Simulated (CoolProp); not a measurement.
A Linde-Hampson liquefier for dry air: isothermal reversible compression at 300 K from 1 atm to 10 MPa, throttling to 1 atm, return gas leaving the recuperator 10 K below the feed. Each further row changes one setting.

Computed with CoolProp (reference Helmholtz-energy equation of state, Lemmon 2000). It is a pseudo-pure fit of the blend.

```json
[
 {"case": "as stated", "liquid yield per pass": "0.024", "compression work (kJ/kg of gas)": "394"},
 {"case": "high pressure 20 MPa", "liquid yield per pass": "0.059", "compression work (kJ/kg of gas)": "454"},
 {"case": "warm-end temperature 330 K", "liquid yield per pass": "0.013", "compression work (kJ/kg of gas)": "435"},
 {"case": "warm-end gap 15 K", "liquid yield per pass": "0.012", "compression work (kJ/kg of gas)": "394"}
]
```
